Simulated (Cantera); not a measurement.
Cantera run, input and output.

```python
import numpy as np
import cantera as ct

gas = ct.Solution("gri30.yaml")
gas.TPX = 1250, 13332, {'C2H6': 1, 'N2': 26}
reactor = ct.IdealGasConstPressureReactor(gas, energy="off", clone=False)
net = ct.ReactorNet([reactor])
net.rtol, net.atol = 1e-08, 1e-18
show = ['C2H6', 'H2', 'CH2', 'H', 'CH4', 'C2H4', 'C2H2']
times = np.geomspace(9e-06, 100, 14)

steps = ct.SolutionArray(gas, extra=["t"])
rows = []
print(f"{'t/s':>10s}{'T/K':>9s}{'P/Pa':>11s}" + "".join(f"{s:>11s}" for s in show))
for t in times:
    while net.time < t:
        t_next = net.step()
        steps.append(gas.state, t=t_next)
    rows.append([np.interp(t, steps.t, y) for y in (steps.T, steps.P, *steps(*show).X.T)])
    print(f"{t:10.3e}{rows[-1][0]:9.1f}{rows[-1][1]:11.4g}" + "".join(f"{x:11.3e}" for x in rows[-1][2:]))
rate = np.gradient(steps.T, steps.t)
print("integrator steps:", len(steps.t))
if steps.T.max() > steps.T[0] + 200:
    print(f"time of steepest temperature rise: {steps.t[rate.argmax()]:.4e} s")
gas.TPX = 1250, 13332, {'C2H6': 1, 'N2': 26}
gas.equilibrate("TP")
print(f"equilibrium (TP): T = {gas.T:.1f} K  " + "  ".join(f"{s} {gas[s].X[0]:.3e}" for s in show))
```

It prints:

```
       t/s      T/K       P/Pa       C2H6         H2        CH2          H        CH4       C2H4       C2H2
 9.000e-06   1250.0  1.333e+04  3.704e-02  3.668e-10  4.057e-14  4.794e-10  4.974e-09  4.475e-10  2.319e-17
 3.135e-05   1250.0  1.333e+04  3.704e-02  1.198e-08  1.534e-12  5.816e-09  5.985e-08  1.638e-08  3.408e-15
 1.092e-04   1250.0  1.333e+04  3.703e-02  5.637e-07  4.766e-11  7.789e-08  7.060e-07  6.358e-07  1.246e-12
 3.804e-04   1250.0  1.333e+04  3.698e-02  2.293e-05  1.017e-09  8.530e-07  7.742e-06  2.387e-05  1.269e-09
 1.325e-03   1250.0  1.333e+04  3.636e-02  5.162e-04  9.558e-09  3.919e-06  7.260e-05  5.357e-04  6.830e-07
 4.615e-03   1250.0  1.333e+04  3.270e-02  3.609e-03  1.727e-08  5.472e-06  4.994e-04  3.742e-03  3.845e-05
 1.607e-02   1250.0  1.333e+04  2.121e-02  1.362e-02  1.440e-08  6.742e-06  2.109e-03  1.335e-02  6.253e-04
 5.599e-02   1250.0  1.333e+04  3.550e-03  3.210e-02  4.558e-09  7.813e-06  5.385e-03  2.409e-02  5.340e-03
 1.950e-01   1250.0  1.333e+04  1.333e-04  4.238e-02  1.950e-10  2.352e-06  6.094e-03  1.891e-02  1.326e-02
 6.793e-01   1250.0  1.333e+04  1.062e-05  4.750e-02  1.579e-11  7.448e-07  6.120e-03  1.362e-02  1.847e-02
 2.366e+00   1250.0  1.333e+04  4.056e-06  5.277e-02  6.518e-12  5.278e-07  6.112e-03  7.994e-03  2.391e-02
 8.242e+00   1250.0  1.333e+04  1.486e-06  5.780e-02  3.257e-12  4.067e-07  6.107e-03  2.603e-03  2.913e-02
 2.871e+01   1250.0  1.333e+04  8.454e-07  5.894e-02  2.302e-12  3.482e-07  6.112e-03  1.365e-03  3.032e-02
 1.000e+02   1250.0  1.333e+04  8.395e-07  5.892e-02  2.292e-12  3.466e-07  6.137e-03  1.351e-03  3.032e-02
integrator steps: 1394
equilibrium (TP): T = 1250.0 K  C2H6 3.942e-07  H2 6.152e-02  CH2 1.506e-12  H 3.305e-07  CH4 4.837e-03  C2H4 5.626e-04  C2H2 1.208e-02
```

Detailed kinetics in Cantera: GRI-Mech 3.0 (53 species, 325 reactions). GRI-Mech 3.0 stops at C3 and has no aromatics, soot or wall deposition, so with more carbon than oxygen in the feed, carbon stays in small species such as C2H2 where larger ones or solid carbon would form.
